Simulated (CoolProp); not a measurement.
A simple Rankine cycle with n-butane: condensing at 292.15 K, boiler at 2.64 MPa, turbine inlet 553.3 K, turbine efficiency 0.7, pump efficiency 0.7, no recuperator. Each further row changes one setting.

Values from CoolProp's reference Helmholtz-energy equation of state, Bücker 2006.

```
case                             thermal efficiency (%)  net work (kJ/kg)  heat in (kJ/kg)  turbine exit temperature (K)  volume ratio over the turbine
-------------------------------  ----------------------  ----------------  ---------------  ----------------------------  -----------------------------
as stated                                          13.0               121              924                         495.3                           12.8
turbine inlet 573.3 K                              12.9               126              982                         515.5                           12.7
condensing temperature 284.15 K                    14.1               133              943                         490.1                           16.7
boiler pressure 1.85 MPa                           11.5               108              935                         504.7                           8.89
turbine efficiency 0.6                             11.1               102              924                         502.3                           13.0
```
